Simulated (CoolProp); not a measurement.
Saturation properties of R113.

The numbers come from the reference Helmholtz-energy equation of state, Marx 1992 in CoolProp.

```csv
T (°C),p (kPa),liquid density (kg/m³),vapour density (kg/m³),enthalpy of vaporisation (kJ/kg),liquid cp (kJ/(kg K))
-25.15,3.825,1680,0.3488,166.2,0.8776
-21.05,4.890,1670,0.4390,164.9,0.8802
-17.05,6.158,1661,0.5447,163.8,0.8828
-12.95,7.732,1652,0.6738,162.6,0.8857
-8.85,9.627,1642,0.8268,161.4,0.8887
-4.75,11.89,1633,1.007,160.2,0.8919
-0.75,14.50,1624,1.212,159.0,0.8951
3.35,17.65,1614,1.455,157.8,0.8985
7.45,21.34,1604,1.737,156.6,0.9019
11.45,25.52,1595,2.051,155.4,0.9054
```

It boils at 47.6 °C under 1 atm.
